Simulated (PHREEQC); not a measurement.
0.034 g of hydrous ferric oxide (600 m²/g; 0.2 weak and 0.005 strong sites per Fe, Dzombak-Morel constants, diffuse double layer) in 1 kg of water with 0.01 mol/kgw of an inert sodium salt, at 25 °C; the pH is set by adding NaOH or the inert anion's acid. O2 is buffered at 0.21 atm. No CO2 enters from the air. No solid was allowed to form.

The numbers come from PHREEQC with the ion-association model, wateq4f.dat.

```tsv
pH	surface charge σ (C/m²)	surface potential ψ (mV)
4	0.216	185
4.5	0.160	170
5	(withheld)	152
5.5	(withheld)	132
6	0.049	110
6.5	0.030	86
7	0.017	61
7.5	0.008	34
8	0.001	6
8.5	-0.005	-22
9	(withheld)	-49
9.5	-0.024	-75
10	-0.040	-100
```

Q: What belongs in the gaps?

A: 
- 5, surface charge σ (C/m²): 0.113
- 5.5, surface charge σ (C/m²): 0.077
- 9, surface charge σ (C/m²): -0.013
